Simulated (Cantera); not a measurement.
Feed: 1 mol SiCl₄, 0.78 mol H₂, at 648 K and 0.860 bar.

Method: chemical equilibrium by Gibbs-energy minimisation in Cantera with the NASA 1993 tables (ideal gas, pure condensed phases). Candidate condensed phases: Si; 19 gas species. The numbers say what is thermodynamically allowed, not how fast it happens.

Base state: SiCl₄ 0.557, H₂ 0.434, HCl 0.00435, SiHCl₃ 0.00434 (mole fractions); condensed: gas only.

### Question
What changes in the equilibrium state with this change: temperature from 648 K to 1223.15 K?

### Answer
```tsv
species	before	after
SiCl₄	0.557	0.470
H₂	0.434	0.357
HCl	0.00435	0.0900
SiCl₃	1.11e-7	0.0187
SiHCl₃	0.00434	0.0575
SiCl₂	<1e-9	0.00594
SiH₂Cl₂	1.95e-6	0.000939
```
The tables' values for SiCl₃ are old estimates; treat these amounts as uncertain.
